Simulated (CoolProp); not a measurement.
A Linde-Hampson liquefier for normal hydrogen: isothermal reversible compression at 250 K from 1 atm to 40 MPa, throttling to 1 atm, return gas leaving the recuperator 0 K below the feed. Each further row changes one setting.

Values from CoolProp's reference Helmholtz-energy equation of state, Leachman 2009.

```tsv
case	compression work (kJ/kg of gas)
as stated	6450
high pressure 80 MPa	7480
warm-end temperature 280 K	7200
warm-end gap 5 K	6450
```
